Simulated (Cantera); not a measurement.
**Nitride etching: BN + HCl + N₂**

Charge: 1 mol BN, 2.5 mol HCl, 0.99 mol N₂.

Method: chemical equilibrium by Gibbs-energy minimisation in Cantera with the NASA 1993 tables (ideal gas, pure condensed phases). Candidate condensed phases: B, BN, NH₄Cl; 21 gas species. The tables' values for BCl₂ are old estimates. The numbers say what is thermodynamically allowed, not how fast it happens.

Task: Map the stable condensed phases over T = 952, 1027, 1102, 1177, 1252, 1327, 1402, 1477, 1552, 1627 °C and P in Pa = 1, 4.2, 18, 75, 320, 1300, 5600, 24000, 100000.

Result: 
```
T in °C \ P in Pa
              1    4.2     18     75    320   1300   5600  24000 100000
   1627       A      A      A      B      B      B      B      B      B
   1552       A      A      B      B      B      B      B      B      B
   1477       A      B      B      B      B      B      B      B      B
   1402       B      B      B      B      B      B      B      B      B
   1327       B      B      B      B      B      B      B      B      B
   1252       B      B      B      B      B      B      B      B      B
   1177       B      B      B      B      B      B      B      B      B
   1102       B      B      B      B      B      B      B      B      B
   1027       B      B      B      B      B      B      B      B      B
    952       B      B      B      B      B      B      B      B      B
```
A: gas only; B: BN.
